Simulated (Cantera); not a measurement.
A freely propagating, adiabatic, planar premixed flame of CH₃OH : O₂ : N₂ = 1 : 1.58 : 5.68 (molar parts), equivalence ratio 0.95, unburnt at 375 K and 1000000 Pa; mixture-averaged transport, grid criteria slope 0.08 and curve 0.16, no radiation.

Detailed kinetics in Cantera: GRI-Mech 3.0 (53 species, 325 reactions). GRI-Mech 3.0 was tuned for natural gas; its chemistry of methanol as a main component is partial and can be far from experiment. Burning velocities carry a grid error of a few per cent, more on coarse grids.

**Question.** Predict: laminar burning velocity; thermal thickness; peak x(C₂H₂); peak x(CO); peak x(H).

**Answer.** 
```
Item                         Result
------------------------  ---------
laminar burning velocity  30.0 cm/s
thermal thickness         0.0594 mm
peak x(C₂H₂)                4.44e-8
peak x(CO)                   0.0514
peak x(H)                   0.00187
```
